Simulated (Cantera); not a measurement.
A perfectly stirred reactor is fed with H₂ : O₂ = 0.22 : 1 (molar parts), at 10.00 Torr; it is held at 1398 K, and followed from long to short residence time.

Model: GRI-Mech 3.0 (53 species, 325 reactions), integrated in Cantera. Radical loss at walls, strong at low pressure, is not modelled. The temperature is held fixed by assumption; the heat of reaction is taken as removed at once.

One state of this run: x H₂ = 0.00621; x O₂ = 0.743; x OH = 0.0137; x H = 0.0224; x HO₂ = 5.32e-6; x H₂O₂ = 2.03e-7. x: mole fraction; the columns are a selection and need not sum to one.

Task: Which value of τ (s) does it belong to?
A) 0.69
B) 0.0019
C) 2.3
D) 0.020

Result: D, 0.020
